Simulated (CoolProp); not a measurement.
Values from CoolProp's reference Helmholtz-energy equation of state, Span 2000.

Question: For nitrogen, give the phase and the cv (kJ/(kg K)), conductivity (mW/(m K)) at 88.9 K and 2.99 bar.

Answer: 
- 88.9 K and 2.99 bar: gas; cv 0.797, conductivity 8.64

Thermal conductivity comes from a separate model (Lemmon 2004).
